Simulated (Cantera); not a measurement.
Input: 1 mol CH₃OH, 0.47 mol O₂, 22 mol H₂, at 2052 °C and 0.800 bar.

Method: chemical equilibrium by Gibbs-energy minimisation in Cantera with the NASA 1993 tables (ideal gas, pure condensed phases). Candidate condensed phases: C, C₆H₆, C₇H₈, C₈H₁₈, H₂O; 110 gas species. The numbers say what is thermodynamically allowed, not how fast it happens.

Problem. What is the equilibrium state?

Solution. 
- x(H₂) = 0.911
- x(CO) = 0.0395
- x(H₂O) = 0.0370
- x(H) = 0.0117
- x(CO₂) = 0.000282
- x(OH) = 7.95e-5
- gas amount = 25.15 mol
- log10 activity of C(graphite) (absent) = -4.52
